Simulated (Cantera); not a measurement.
Charge: 1 mol SiH₂Cl₂, 0.044 mol Cl₂, 14 mol N₂, held at 10000 Pa.

Method: chemical equilibrium by Gibbs-energy minimisation in Cantera with the NASA 1993 tables (ideal gas, pure condensed phases). Candidate condensed phases: NH₄Cl, Si, Si₃N₄; 28 gas species. N₂ is the only nitrogen source here; it is nearly inert below about 1500 K, so the nitride shown seldom forms there in practice. The tables' values for SiCl₃, SiCl are old estimates; treat these amounts as uncertain. Rates play no part.

x: gas mole fraction; n: condensed amount in mol.

```json
[
 {"T (K)": "1123", "x N₂": "0.879", "x HCl": "0.0872", "x H₂": "0.0217", "x SiCl₂": "6.38e-6", "x SiCl₄": "0.0122", "n Si₃N₄(s)": "0.270"},
 {"T (K)": "1223", "x N₂": "0.878", "x HCl": "0.0895", "x H₂": "0.0205", "x SiCl₂": "7.16e-5", "x SiCl₄": "0.0114", "n Si₃N₄(s)": "0.273"},
 {"T (K)": "1323", "x N₂": "0.878", "x HCl": "0.0908", "x H₂": "0.0198", "x SiCl₂": "0.000539", "x SiCl₄": "0.0102", "n Si₃N₄(s)": "0.273"},
 {"T (K)": "1423", "x N₂": "0.876", "x HCl": "0.0902", "x H₂": "0.0199", "x SiCl₂": "0.00282", "x SiCl₄": "0.00808", "n Si₃N₄(s)": "0.264"},
 {"T (K)": "1523", "x N₂": "0.874", "x HCl": "0.0855", "x H₂": "0.0219", "x SiCl₂": "0.00977", "x SiCl₄": "0.00452", "n Si₃N₄(s)": "[?]"},
 {"T (K)": "1623", "x N₂": "0.872", "x HCl": "0.0743", "x H₂": "0.0269", "x SiCl₂": "0.0212", "x SiCl₄": "0.00147", "n Si₃N₄(s)": "[?]"},
 {"T (K)": "1723", "x N₂": "0.871", "x HCl": "0.0593", "x H₂": "0.0339", "x SiCl₂": "0.0324", "x SiCl₄": "0.000326", "n Si₃N₄(s)": "[?]"}
]
```

Question: Fill in the missing entries.

Answer: 
- 1523, n Si₃N₄(s): 0.239
- 1623, n Si₃N₄(s): 0.196
- 1723, n Si₃N₄(s): 0.149
